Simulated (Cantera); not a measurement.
Cantera run, input and output.

```python
import numpy as np
import cantera as ct

gas = ct.Solution("gri30.yaml")
gas.TPX = 2100, 13332, {'CH4': 0.014, 'H2': 1}
inlet = ct.Reservoir(gas, clone=True)

reactor = ct.IdealGasConstPressureReactor(gas, energy="off", clone=False)
exhaust = ct.Reservoir(gas, clone=True)
tau = [2.3, 0.74, 0.24, 0.08, 0.026, 0.0086, 0.0028, 0.00092][0]
for a, b in ((inlet, reactor), (reactor, exhaust)):
    ct.MassFlowController(a, b, mdot=lambda t: reactor.mass / tau)
net = ct.ReactorNet([reactor])
show = ['CH4', 'H2', 'C2H2', 'H', 'C2H', 'C2H6', 'C2H4']

rows = []
print(f"{'tau/s':>10s}{'T/K':>9s}" + "".join(f"{s:>11s}" for s in show))
for tau in [2.3, 0.74, 0.24, 0.08, 0.026, 0.0086, 0.0028, 0.00092]:
    net.initial_time = 0.0
    net.advance(30 * tau)
    before = gas.X
    net.advance(40 * tau)
    drift = np.max(np.abs(gas.X - before) / (gas.X + 1e-9))
    rows.append([gas.T, *gas[show].X, drift])
    print(f"{tau:10.3e}{gas.T:9.1f}" + "".join(f"{x:11.3e}" for x in gas[show].X))
```

Result:

```
     tau/s      T/K        CH4         H2       C2H2          H        C2H       C2H6       C2H4
 2.300e+00   2100.0  3.666e-04  9.846e-01  6.564e-03  8.437e-03  1.451e-06  1.905e-09  3.461e-06
 7.400e-01   2100.0  6.355e-04  9.845e-01  6.410e-03  8.330e-03  1.399e-06  5.579e-09  3.511e-06
 2.400e-01   2100.0  1.117e-03  9.844e-01  6.135e-03  8.140e-03  1.309e-06  1.674e-08  3.740e-06
 8.000e-02   2100.0  1.949e-03  9.842e-01  5.664e-03  7.837e-03  1.164e-06  4.876e-08  4.510e-06
 2.600e-02   2100.0  3.418e-03  9.839e-01  4.841e-03  7.365e-03  9.350e-07  1.397e-07  6.831e-06
 8.600e-03   2100.0  5.736e-03  9.832e-01  3.565e-03  6.688e-03  6.256e-07  3.517e-07  1.232e-05
 2.800e-03   2100.0  8.881e-03  9.825e-01  1.891e-03  5.658e-03  2.810e-07  6.890e-07  2.092e-05
 9.200e-04   2100.0  1.177e-02  9.828e-01  5.033e-04  3.972e-03  5.248e-08  7.632e-07  2.251e-05
```

Model: GRI-Mech 3.0 (53 species, 325 reactions), integrated in Cantera. GRI-Mech 3.0 stops at C3 and has no aromatics, soot or wall deposition, so with more carbon than oxygen in the feed, carbon stays in small species such as C2H2 where larger ones or solid carbon would form.
